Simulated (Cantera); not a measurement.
Feed: 1 mol PbF2, 0.046 mol HF, 280 mol H2, equilibrated at 0.170 bar.

These are equilibrium values from Cantera (NASA tables, ideal gas, pure condensed phases), not measurements of a reactor. Candidate condensed phases: Pb, PbF2; 16 gas species. Equilibrium is a limit: real reactors are often held back by kinetics, nucleation or transport. All values below are at 1723 K.

Base state: H2 0.989, HF 0.00725, Pb 0.00354, H 0.000440 (mole fractions); condensed: gas only.

### Question
What changes in the equilibrium state with this change: PbF2 replaced by NaCl?

### Answer
```tsv
species	before	after
H2	0.989	0.995
NaCl	0	0.00239
HCl	0	0.00117
HF	0.00725	0.000161
Pb	0.00354	0
Na	0	0.00116
H	0.000440	0.000441
```
Further candidate phases: Na, NaCl, NaF.
